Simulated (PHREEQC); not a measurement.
Solution (25 °C): 0.00022 mol/kgw Ca(HCO3)2, 0.048 mol/kgw Na2SO4 and 0.0017 mol/kgw MgSO4. Closed to the air; pH follows from the charge balance.

All values are PHREEQC results (ion-association model, phreeqc.dat), not measurements.

Task: The ionic strength comes out as 0.135 mol/kgw. What activity coefficients do NaSO4-, NaCO3-, OH-, HCO3-, Mg+2 get?

Result: NaSO4- 0.77, NaCO3- 0.77, OH- 0.74, HCO3- 0.77, Mg+2 0.38.

This is a speciation only: nothing precipitates in the calculation.
